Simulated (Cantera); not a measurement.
Input: 1 mol Fe, 0.12 mol H2O, a varied amount of H2, at 1548.15 K and 750 Torr.

Cantera equilibrium calculation (NASA polynomials, part measured and part estimated; ideal gas, pure solids and liquids). Candidate condensed phases: Fe, FeO, Fe(OH)2, Fe(OH)3, Fe2O3, Fe3O4, H2O; 12 gas species. Mutual solubility and eutectic melting of coexisting phases are not modelled. The tables' stoichiometric FeO is somewhat more stable than real wüstite, so its field is too wide. FeO: taken at fixed stoichiometry. The numbers say what is thermodynamically allowed, not how fast it happens.

Problem. At 0.18 mol H2, list the 3 most abundant gas species with their mole fractions, and the condensed phases.

Solution. H2 0.695, H2O 0.305, H 2.57e-5. Condensed: Fe(γ) + FeO(s).
